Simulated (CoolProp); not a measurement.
A single-stage vapour-compression cycle with cyclohexane: evaporating at 322.15 K (dew point), condensing at 354.15 K (bubble point), superheat 8 K, subcooling 8 K, compressor efficiency 0.75, no pressure losses. Each further row changes one setting.

The numbers come from the reference Helmholtz-energy equation of state, Zhou 2014 in CoolProp.

```json
[
 {"case": "as stated", "cooling COP": "7.19", "pressure ratio": "2.93", "discharge temperature (K)": "362.9", "refrigerating effect (kJ/kg)": "340", "volumetric capacity (kJ/m³)": "370"},
 {"case": "evaporating temperature 327.15 K", "cooling COP": "8.80", "pressure ratio": "2.43", "discharge temperature (K)": "362.4", "refrigerating effect (kJ/kg)": "347", "volumetric capacity (kJ/m³)": "448"},
 {"case": "condensing temperature 349.15 K", "cooling COP": "8.67", "pressure ratio": "2.51", "discharge temperature (K)": "358.3", "refrigerating effect (kJ/kg)": "350", "volumetric capacity (kJ/m³)": "381"},
 {"case": "subcooling 13 K", "cooling COP": "7.41", "pressure ratio": "2.93", "discharge temperature (K)": "362.9", "refrigerating effect (kJ/kg)": "350", "volumetric capacity (kJ/m³)": "381"},
 {"case": "superheat 18 K", "cooling COP": "7.28", "pressure ratio": "2.93", "discharge temperature (K)": "372.7", "refrigerating effect (kJ/kg)": "355", "volumetric capacity (kJ/m³)": "374"},
 {"case": "compressor efficiency 0.65", "cooling COP": "6.23", "pressure ratio": "2.93", "discharge temperature (K)": "367.4", "refrigerating effect (kJ/kg)": "340", "volumetric capacity (kJ/m³)": "370"}
]
```
